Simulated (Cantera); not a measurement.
Feed: 1 mol HgO, 20 mol N₂, held at 2900 Pa.

Method: chemical equilibrium by Gibbs-energy minimisation in Cantera with the NASA 1993 tables (ideal gas, pure condensed phases). Candidate condensed phases: Hg, HgO; 10 gas species. Kinetics and transport are ignored.

x: gas mole fraction; n: condensed amount in mol.

```csv
T (°C),x N₂,x Hg,x O₂,x NO,x NO₂,n HgO(s)
227,0.975,0.0164,0.00820,[?],2.30e-10,0.664
327,0.930,0.0465,0.0233,[?],2.41e-9,0
427,0.930,0.0465,0.0233,[?],6.23e-9,0
527,0.930,0.0465,0.0233,[?],1.27e-8,0
627,0.930,0.0465,0.0233,[?],2.21e-8,0
727,0.930,0.0465,0.0233,[?],3.46e-8,0
827,0.930,0.0465,0.0232,[?],4.99e-8,0
927,0.930,0.0465,0.0232,[?],6.78e-8,0
```

Q: Some entries are withheld; supply them.

A: 
- 227, x NO: 1.16e-10
- 327, x NO: 7.44e-9
- 427, x NO: 1.02e-7
- 527, x NO: 7.24e-7
- 627, x NO: 3.33e-6
- 727, x NO: 1.13e-5
- 827, x NO: 3.07e-5
- 927, x NO: 7.07e-5
